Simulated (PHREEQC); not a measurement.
Make-up at 25 °C: 5.2 mol KOH and 0.071 mol KCl per kg of water. Closed to the air; pH follows from the charge balance.

Model: Pitzer model, pitzer.dat, run in PHREEQC.

```yaml
pH: 15.38
ionic_strength: 5.27 mol/kgw
activity_of_water: 0.743
density: 1.194 g/cm³
osmotic_coefficient: 1.562
total_alkalinity: 5200 meq/kg
```

```csv
species,molality,activity,log γ
K+,5.27,4.90,-0.032
OH-,5.20,18.2,0.545
Cl-,0.0710,0.0424,-0.224
```

This is a speciation only: nothing precipitates in the calculation. Species that the database lacks are ignored. In brines, pH and single-ion activities rest on the MacInnes convention.
